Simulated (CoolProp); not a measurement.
Properties of octamethylcyclotetrasiloxane (D4) at several states.

The numbers come from the reference Helmholtz-energy equation of state, Thol 2015 in CoolProp.

```tsv
T (°C)	p (MPa)	phase	density (kg/m³)	cv (kJ/(kg K))	speed of sound (m/s)
129.95	4.5	liquid	839.9	1.603	642.8
43.65	0.168	liquid	929.6	1.410	854.9
73.35	2.63	liquid	900.2	1.472	781.9
324.85	0.0664	gas	4.027	1.973	128.3
124.95	0.125	liquid	832.8	1.591	605.3
```
